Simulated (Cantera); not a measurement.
**Ignition delay**

Mixture: 6.05 % CH3OH, 15.9 % O2, 78.0 % N2, equivalence ratio 0.57, at 100000 Pa, adiabatic and at constant pressure. Ignition delay is the time to a rise of 400 K.

Detailed kinetics in Cantera: GRI-Mech 3.0 (53 species, 325 reactions). GRI-Mech 3.0 was tuned for natural gas; its chemistry of methanol as a main component is partial and can be far from experiment.

```
T0 (K)  delay (ms)
------  ----------
1025           345
1100          70.1
1175          17.7
1250          5.40
1325          1.95
1400         0.818
1475         0.390
1550         0.208
1625         0.124
```

```
Property                                                Result
--------------------------------------------------  ----------
apparent activation energy between 1475 and 1625 K  150 kJ/mol
```
